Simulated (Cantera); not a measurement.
Charge: 1 mol HgO, 2.7 mol H2, held at 0.100 bar.

Equilibrium computed with Cantera from the NASA thermochemical tables; the gas is ideal and each condensed phase is pure. Candidate condensed phases: H2O, Hg, HgO; 10 gas species. Equilibrium is a limit: real reactors are often held back by kinetics, nucleation or transport. All values below are at 1348 K.

Base state: H2 0.459, H2O 0.270, Hg 0.270 (mole fractions); condensed: gas only.

Question: What changes in the equilibrium state with this change: H2 from 2.7 to 0.099 mol?

Answer: 
| species | before | after |
|---|---|---|
| Hg | 0.270 | 0.645 |
| O2 | <1e-9 | 0.291 |
| H2O | 0.270 | 0.0639 |
| H2 | 0.459 | 7.40e-8 |
| OH | 4.70e-8 | 2.77e-5 |
